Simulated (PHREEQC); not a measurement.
1 kg of water holding 0.0045 mol KCl and 0.007 mol Na2CO3 is evaporated at 40 °C; the solids stay in contact with the brine. CO2 is held at log p = -3.4 (atm). The run lets Halite, Kalicinite, Nahcolite, Natron, Sylvite, Trona precipitate or redissolve, and no other solid.

Model: Pitzer model, pitzer.dat, run in PHREEQC.

Task: Predict ionic strength at water left (kg) = 0.3082, 0.00744.

Result: 
| water left (kg) | ionic strength |
|---|---|
| 0.3082 | 0.0716 |
| 0.00744 | 3.34 |

Complexes and solids missing from the database can't appear. At this temperature some constants are extrapolated from 25 °C, and those without enthalpy data are left unchanged.
